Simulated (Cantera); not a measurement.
## Equilibrium for carbon deposition, reforming and gasification: toluene + O2 + N2 + H2O

Feed: 1 mol toluene, 0.027 mol O2, 17 mol N2, 0.044 mol H2O, equilibrated at 13.3 mbar.

Cantera equilibrium calculation (NASA polynomials, part measured and part estimated; ideal gas, pure solids and liquids). Candidate condensed phases: C, C6H6, C7H8, C8H18, H2O; 136 gas species. Equilibrium is a limit: real reactors are often held back by kinetics, nucleation or transport.

| T (°C) | x N2 | x H | x H2 | x HCN | x CN | n C(graphite) |
|---|---|---|---|---|---|---|
| 402 | 0.812 | <1e-12 | 0.178 | 8.54e-10 | <1e-12 | 6.84 |
| 602 | 0.804 | 1.90e-10 | 0.191 | 2.06e-7 | <1e-12 | 6.90 |
| 802 | 0.804 | 5.56e-8 | 0.191 | 6.22e-6 | <1e-12 | 6.90 |
| 1002 | 0.804 | 2.79e-6 | 0.191 | 6.38e-5 | 1.45e-12 | 6.90 |
| 1202 | 0.804 | 4.91e-5 | 0.191 | 0.000346 | 3.90e-10 | 6.89 |
| 1402 | 0.803 | 0.000439 | 0.190 | 0.00125 | 2.74e-8 | 6.87 |
| 1602 | 0.801 | 0.00246 | 0.188 | 0.00338 | 7.67e-7 | 6.82 |
| 1802 | 0.796 | 0.00982 | 0.181 | 0.00744 | 1.12e-5 | 6.72 |
| 2002 | 0.784 | 0.0299 | 0.165 | 0.0137 | 0.000101 | 6.55 |
| 2202 | 0.763 | 0.0717 | 0.135 | 0.0214 | 0.000632 | 6.30 |
| 2402 | 0.730 | 0.136 | 0.0921 | 0.0276 | 0.00296 | 5.97 |
| 2602 | 0.689 | 0.202 | 0.0486 | 0.0292 | 0.0111 | 5.16 |
x: gas mole fraction; n: condensed amount in mol.

From 402 °C to 2602 °C the condensed part is C(graphite). The main C-bearing gas is CH4 at 402 °C and HCN at 2602 °C.
